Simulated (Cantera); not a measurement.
A perfectly stirred reactor is fed with C2H6 : N2 = 1 : 140 (molar parts), at 860 Pa; it is held at 1800 K, and followed from long to short residence time.

Detailed kinetics in Cantera: GRI-Mech 3.0 (53 species, 325 reactions). GRI-Mech 3.0 stops at C3 and has no aromatics, soot or wall deposition, so with more carbon than oxygen in the feed, carbon stays in small species such as C2H2 where larger ones or solid carbon would form. Radical loss at walls, strong at low pressure, is not modelled.

**Question.** What does this change do: pressure from 860 Pa to 230 Pa?

**Answer.** 
| quantity | before | after |
|---|---|---|
| x(C2H6) at τ = 0.660 s | 5.77e-6 | 1.66e-5 |
| x(H2) at τ = 0.660 s | 0.0129 | 0.0122 |
| x(HCN) at τ = 0.660 s | 0.000365 | 0.000224 |
| x(H) at τ = 0.660 s | 0.000390 | 0.000483 |
| x(C2H2) at τ = 0.660 s | 0.00644 | 0.00620 |
| x(C2H6) at τ = 17.0 ms | 0.000187 | 0.000522 |
| x(H2) at τ = 17.0 ms | 0.00952 | 0.00679 |
| x(HCN) at τ = 17.0 ms | 6.91e-5 | 3.57e-5 |
| x(H) at τ = 17.0 ms | 0.000637 | 0.000763 |
| x(C2H2) at τ = 17.0 ms | 0.00469 | 0.00296 |

**Question.** What does this change do: temperature 1800 to 1325 K?

**Answer.** 
```json
[
 {"quantity": "x(C2H6) at τ = 0.660 s", "before": "5.77e-6", "after": "0.000618"},
 {"quantity": "x(H2) at τ = 0.660 s", "before": "0.0129", "after": "0.00831"},
 {"quantity": "x(HCN) at τ = 0.660 s", "before": "0.000365", "after": "3.11e-7"},
 {"quantity": "x(H) at τ = 0.660 s", "before": "0.000390", "after": "3.31e-5"},
 {"quantity": "x(C2H2) at τ = 0.660 s", "before": "0.00644", "after": "0.00353"},
 {"quantity": "x(C2H6) at τ = 17.0 ms", "before": "0.000187", "after": "0.00620"},
 {"quantity": "x(H2) at τ = 17.0 ms", "before": "0.00952", "after": "0.000665"},
 {"quantity": "x(HCN) at τ = 17.0 ms", "before": "6.91e-5", "after": "3.10e-8"},
 {"quantity": "x(H) at τ = 17.0 ms", "before": "0.000637", "after": "1.42e-5"},
 {"quantity": "x(C2H2) at τ = 17.0 ms", "before": "0.00469", "after": "1.60e-5"}
]
```
